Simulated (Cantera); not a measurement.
Feed: 1 mol TEOS, 0.18 mol N₂O, 8 mol N₂, equilibrated at 0.133 bar.

These are equilibrium values from Cantera (NASA tables, ideal gas, pure condensed phases), not measurements of a reactor. Candidate condensed phases: C, C₆H₆, C₇H₈, C₈H₁₈, H₂O, Si, SiC, SiO₂, Si₂N₂O, Si₃N₄; 151 gas species. The feed counts by its element totals alone. The tables hold silica as quartz up to 1696 K and as liquid above; real silica turns to tridymite and cristobalite and melts near 1996 K. The numbers say what is thermodynamically allowed, not how fast it happens.

log p: log10 of the partial pressure in bar; n: condensed amount in mol.

```tsv
T (°C)	log p H₂	log p N₂	log p CO	log p H₂O	log p CH₄	n C(graphite)	n SiO₂(β-quartz)	n Si₂N₂O(s)	n SiC(s)
600	-1.21	-1.25	-2.00	-2.58	-2.76	6.12	1.00	0	0
800	-1.19	-1.27	-1.85	-3.92	-3.71	5.81	1.00	0	0
1000	-1.18	-1.27	-1.85	?	?	5.81	1.000	0	0
1200	-1.21	-1.32	-1.64	-5.52	-4.94	4.31	0	0.500	0
1400	-1.21	-1.32	-1.64	-6.10	-5.33	4.30	0	0.494	0
1600	-1.23	-1.31	-1.61	?	?	2.79	0	0	0.972
1800	-1.23	-1.32	-1.61	-6.89	-5.92	2.70	0	0	0.953
```

Problem. Complete the blanks.

Solution. 
- 1600, log p H₂O: -6.53
- 1600, log p CH₄: -5.67
- 1000, log p H₂O: -4.95
- 1000, log p CH₄: -4.40
